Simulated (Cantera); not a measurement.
A closed system holds: 1 mol C2F6, 0.098 mol H2, equilibrated at 13.3 mbar.

Cantera equilibrium calculation (NASA polynomials, part measured and part estimated; ideal gas, pure solids and liquids). Candidate condensed phases: C, C6H6, C7H8, C8H18; 95 gas species. The feed counts by its element totals alone. The tables' values for C2F4 are old estimates; treat these amounts as uncertain. Gases not in the tables: C2F6 and larger saturated fluorocarbons. Equilibrium is a limit: real reactors are often held back by kinetics, nucleation or transport.

log p: log10 of the partial pressure in bar; n: condensed amount in mol.

```csv
T (K),log p CF4,log p CF2,log p F,log p HF,log p CF3,log p CF,n C(graphite)
1950,-1.97,-3.12,-3.65,-2.82,-4.16,-6.09,0.505
2000,-1.99,-2.95,-3.44,-2.83,-4.03,-5.78,0.483
2050,-2.02,-2.79,-3.25,-2.84,-3.91,-5.48,0.452
2100,-2.06,-2.64,-3.07,-2.86,-3.80,-5.20,(withheld)
2150,-2.12,-2.51,-2.90,-2.89,-3.72,-4.94,(withheld)
2200,-2.21,-2.41,-2.75,-2.93,-3.66,-4.69,(withheld)
2250,-2.33,-2.32,-2.61,-2.97,-3.63,-4.47,(withheld)
```

Q: Fill in the missing entries.

A: 
- 2100, n C(graphite): 0.410
- 2150, n C(graphite): 0.355
- 2200, n C(graphite): 0.286
- 2250, n C(graphite): 0.208
